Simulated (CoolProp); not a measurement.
Vapour-liquid equilibrium of fluoroethane (R161) (1) + R1234yf (2) at 0.0217 MPa; x and y are mole fractions of (1).

Model: multi-fluid Helmholtz-energy mixture model, Wu 2012 and Lemmon 2022; pair parameters Bell 2016, in CoolProp.

Task: Give the bubble temperature and the first vapour's composition at x = 0.15, 0.65, 0.95. Is there an azeotrope?

Result: x = 0.15: 211.9 K, y = 0.233; x = 0.65: 208.1 K, y = 0.729; x = 0.95: 206.9 K, y = 0.959. No azeotrope shows between x = 0.05 and 0.95.

The pair parameters rest on a limited set of measurements; away from them the model extrapolates.
